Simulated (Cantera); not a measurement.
What does this Cantera script print?

```python
import numpy as np
import cantera as ct

gas = ct.Solution("gri30.yaml")
gas.TPX = 700, 1000000, {'CO': 1, 'H2': 0.077, 'CH4': 0.76, 'O2': 2.37, 'N2': 15.9, 'H2O': 2}
inlet = ct.Reservoir(gas, clone=True)
gas.equilibrate("HP")  # start burning
reactor = ct.IdealGasConstPressureReactor(gas, energy="on", clone=False)
exhaust = ct.Reservoir(gas, clone=True)
tau = [0.16, 0.069, 0.029, 0.012, 0.0052, 0.0022, 0.00093, 0.0004, 0.00017, 7.1e-05, 3e-05, 1.3e-05, 5.4e-06][0]
for a, b in ((inlet, reactor), (reactor, exhaust)):
    ct.MassFlowController(a, b, mdot=lambda t: reactor.mass / tau)
net = ct.ReactorNet([reactor])
show = ['CO', 'H2', 'CH4', 'CO2', 'HCO', 'N2O']

rows = []
print(f"{'tau/s':>10s}{'T/K':>9s}" + "".join(f"{s:>11s}" for s in show))
for tau in [0.16, 0.069, 0.029, 0.012, 0.0052, 0.0022, 0.00093, 0.0004, 0.00017, 7.1e-05, 3e-05, 1.3e-05, 5.4e-06]:
    net.initial_time = 0.0
    net.advance(30 * tau)
    before = gas.X
    net.advance(40 * tau)
    drift = np.max(np.abs(gas.X - before) / (gas.X + 1e-9))
    rows.append([gas.T, *gas[show].X, drift])
    print(f"{tau:10.3e}{gas.T:9.1f}" + "".join(f"{x:11.3e}" for x in gas[show].X))
```

It prints:

```
     tau/s      T/K         CO         H2        CH4        CO2        HCO        N2O
 1.600e-01   1827.1  1.531e-04  5.640e-05  2.093e-06  8.143e-02  9.777e-10  2.807e-07
 6.900e-02   1826.0  2.499e-04  8.255e-05  4.060e-06  8.132e-02  2.267e-09  3.566e-07
 2.900e-02   1823.9  4.354e-04  1.317e-04  7.636e-06  8.112e-02  5.397e-09  4.843e-07
 1.200e-02   1820.2  7.815e-04  2.201e-04  1.416e-05  8.074e-02  1.307e-08  6.655e-07
 5.200e-03   1814.3  1.367e-03  3.615e-04  2.541e-05  8.011e-02  3.025e-08  8.519e-07
 2.200e-03   1803.8  2.434e-03  5.978e-04  4.737e-05  7.895e-02  7.194e-08  9.896e-07
 9.300e-04   1785.5  4.368e-03  9.704e-04  9.276e-05  7.685e-02  1.719e-07  1.016e-06
 4.000e-04   1751.8  8.078e-03  1.527e-03  2.021e-04  7.281e-02  4.069e-07  9.304e-07
 1.700e-04    700.0  4.523e-02  3.483e-03  3.438e-02  5.786e-13  3.246e-20  4.720e-19
 7.100e-05    700.0  4.523e-02  3.483e-03  3.438e-02  2.385e-13  2.710e-20  1.905e-19
 3.000e-05    700.0  4.523e-02  3.483e-03  3.438e-02  9.880e-14  2.347e-20  7.530e-20
 1.300e-05    700.0  4.523e-02  3.483e-03  3.438e-02  4.137e-14  1.966e-20  2.848e-20
 5.400e-06    700.0  4.523e-02  3.483e-03  3.438e-02  1.621e-14  1.443e-20  8.992e-21
```

Cantera simulation using GRI-Mech 3.0 (53 species, 325 reactions); the numbers are that mechanism's predictions, not measurements.
